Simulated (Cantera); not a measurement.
An adiabatic, constant-pressure homogeneous reactor starts with CH4 : C2H6 : O2 : N2 = 1 : 0.15 : 1.94 : 7.3 (molar parts), at 1775 K and 0.440 bar. Integrator tolerance rtol = 1e-08.

Cantera simulation using GRI-Mech 3.0 (53 species, 325 reactions); the numbers are that mechanism's predictions, not measurements.

What does this change do: pressure from 0.440 bar to 1.70 bar?


```
quantity                                                            before                                    after
---------------------------------  ---------------------------------------  ---------------------------------------
time of steepest temperature rise                                  74.4 µs                                  25.6 µs
temperature at 0.200 s                                              2786 K                                   2900 K
equilibrium temperature                                             2786 K                                   2900 K
x(CH4) at 0.200 s                    <1e-12 (gas-phase equilibrium <1e-12)    <1e-12 (gas-phase equilibrium <1e-12)
x(C2H6) at 0.200 s                   <1e-12 (gas-phase equilibrium <1e-12)    <1e-12 (gas-phase equilibrium <1e-12)
x(O2) at 0.200 s                   0.00811 (gas-phase equilibrium 0.00811)  0.00606 (gas-phase equilibrium 0.00606)
x(O) at 0.200 s                    0.00702 (gas-phase equilibrium 0.00702)  0.00477 (gas-phase equilibrium 0.00477)
x(CH2CO) at 0.200 s                  <1e-12 (gas-phase equilibrium <1e-12)    <1e-12 (gas-phase equilibrium <1e-12)
x(CO) at 0.200 s                     0.0797 (gas-phase equilibrium 0.0797)    0.0788 (gas-phase equilibrium 0.0788)
x(H2O) at 0.200 s                      0.140 (gas-phase equilibrium 0.140)      0.149 (gas-phase equilibrium 0.149)
```

What does this change do: constant volume in place of constant pressure?


```tsv
quantity	before	after
time of steepest temperature rise	74.4 µs	64.5 µs
temperature at 0.200 s	2786 K	2927 K
equilibrium temperature	2786 K	2927 K
x(CH4) at 0.200 s	<1e-12 (gas-phase equilibrium <1e-12)	<1e-12 (gas-phase equilibrium <1e-12)
x(C2H6) at 0.200 s	<1e-12 (gas-phase equilibrium <1e-12)	<1e-12 (gas-phase equilibrium <1e-12)
x(O2) at 0.200 s	0.00811 (gas-phase equilibrium 0.00811)	0.00964 (gas-phase equilibrium 0.00964)
x(O) at 0.200 s	0.00702 (gas-phase equilibrium 0.00702)	0.00959 (gas-phase equilibrium 0.00959)
x(CH2CO) at 0.200 s	<1e-12 (gas-phase equilibrium <1e-12)	<1e-12 (gas-phase equilibrium <1e-12)
x(CO) at 0.200 s	0.0797 (gas-phase equilibrium 0.0797)	0.0827 (gas-phase equilibrium 0.0827)
x(H2O) at 0.200 s	0.140 (gas-phase equilibrium 0.140)	0.130 (gas-phase equilibrium 0.130)
```

What does this change do: initial temperature 1775 to 1325 K?


```json
[
 {"quantity": "time of steepest temperature rise", "before": "74.4 µs", "after": "1.86 ms"},
 {"quantity": "temperature at 0.200 s", "before": "2786 K", "after": "2633 K"},
 {"quantity": "equilibrium temperature", "before": "2786 K", "after": "2633 K"},
 {"quantity": "x(CH4) at 0.200 s", "before": "<1e-12 (gas-phase equilibrium <1e-12)", "after": "<1e-12 (gas-phase equilibrium <1e-12)"},
 {"quantity": "x(C2H6) at 0.200 s", "before": "<1e-12 (gas-phase equilibrium <1e-12)", "after": "<1e-12 (gas-phase equilibrium <1e-12)"},
 {"quantity": "x(O2) at 0.200 s", "before": "0.00811 (gas-phase equilibrium 0.00811)", "after": "0.00384 (gas-phase equilibrium 0.00384)"},
 {"quantity": "x(O) at 0.200 s", "before": "0.00702 (gas-phase equilibrium 0.00702)", "after": "0.00254 (gas-phase equilibrium 0.00254)"},
 {"quantity": "x(CH2CO) at 0.200 s", "before": "<1e-12 (gas-phase equilibrium <1e-12)", "after": "<1e-12 (gas-phase equilibrium <1e-12)"},
 {"quantity": "x(CO) at 0.200 s", "before": "0.0797 (gas-phase equilibrium 0.0797)", "after": "0.0734 (gas-phase equilibrium 0.0734)"},
 {"quantity": "x(H2O) at 0.200 s", "before": "0.140 (gas-phase equilibrium 0.140)", "after": "0.161 (gas-phase equilibrium 0.161)"}
]
```
